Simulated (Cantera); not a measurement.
## Equilibrium for silicon nitride deposition: SiH₄ + N₂

Input: 1 mol SiH₄, 2.2 mol N₂, equilibrated at 22.0 Pa.

These are equilibrium values from Cantera (NASA tables, ideal gas, pure condensed phases), not measurements of a reactor. Candidate condensed phases: Si, Si₃N₄; 18 gas species. The tables' values for SiN are old estimates; treat these amounts as uncertain. Gases not in the tables: Si₂H₆ and higher silanes. Rates play no part.

From 1327 °C to 1377 °C the condensed part is Si(s). From 1427 °C to 1677 °C the condensed part is Si(l). From 1727 °C to 1827 °C nothing is condensed. The main Si-bearing gas is Si throughout.

```json
[
 {"T (°C)": "1327", "log p N₂": "-3.94", "log p H₂": "-3.98", "log p Si": "-7.01", "log p H": "-6.26", "log p Si₂": "-9.61", "log p SiH": "-8.66", "n Si(s)": "0.998", "n Si(l)": "0"},
 {"T (°C)": "1377", "log p N₂": "-3.94", "log p H₂": "-3.98", "log p Si": "-6.57", "log p H": "-6.03", "log p Si₂": "-9.04", "log p SiH": "-8.30", "n Si(s)": "0.995", "n Si(l)": "0"},
 {"T (°C)": "1427", "log p N₂": "-3.94", "log p H₂": "-3.99", "log p Si": "-6.17", "log p H": "-5.82", "log p Si₂": "-8.53", "log p SiH": "-7.97", "n Si(s)": "0", "n Si(l)": "0.986"},
 {"T (°C)": "1477", "log p N₂": "-3.94", "log p H₂": "-3.99", "log p Si": "-5.82", "log p H": "-5.63", "log p Si₂": "-8.11", "log p SiH": "-7.70", "n Si(s)": "0", "n Si(l)": "0.969"},
 {"T (°C)": "1527", "log p N₂": "-3.95", "log p H₂": "-4.00", "log p Si": "-5.50", "log p H": "-5.44", "log p Si₂": "-7.72", "log p SiH": "-7.44", "n Si(s)": "0", "n Si(l)": "0.935"},
 {"T (°C)": "1577", "log p N₂": "-3.96", "log p H₂": "-4.01", "log p Si": "-5.19", "log p H": "-5.27", "log p Si₂": "-7.35", "log p SiH": "-7.20", "n Si(s)": "0", "n Si(l)": "0.866"},
 {"T (°C)": "1627", "log p N₂": "-3.97", "log p H₂": "-4.03", "log p Si": "-4.90", "log p H": "-5.12", "log p Si₂": "-6.99", "log p SiH": "-6.98", "n Si(s)": "0", "n Si(l)": "0.728"},
 {"T (°C)": "1677", "log p N₂": "-4.00", "log p H₂": "-4.07", "log p Si": "-4.62", "log p H": "-4.98", "log p Si₂": "-6.66", "log p SiH": "-6.77", "n Si(s)": "0", "n Si(l)": "0.452"},
 {"T (°C)": "1727", "log p N₂": "-4.04", "log p H₂": "-4.12", "log p Si": "-4.40", "log p H": "-4.85", "log p Si₂": "-6.43", "log p SiH": "-6.63", "n Si(s)": "0", "n Si(l)": "0"},
 {"T (°C)": "1777", "log p N₂": "-4.05", "log p H₂": "-4.15", "log p Si": "-4.40", "log p H": "-4.72", "log p Si₂": "-6.63", "log p SiH": "-6.69", "n Si(s)": "0", "n Si(l)": "0"},
 {"T (°C)": "1827", "log p N₂": "-4.06", "log p H₂": "-4.17", "log p Si": "-4.41", "log p H": "-4.59", "log p Si₂": "-6.82", "log p SiH": "-6.76", "n Si(s)": "0", "n Si(l)": "0"}
]
```
log p: log10 of the partial pressure in bar; n: condensed amount in mol.
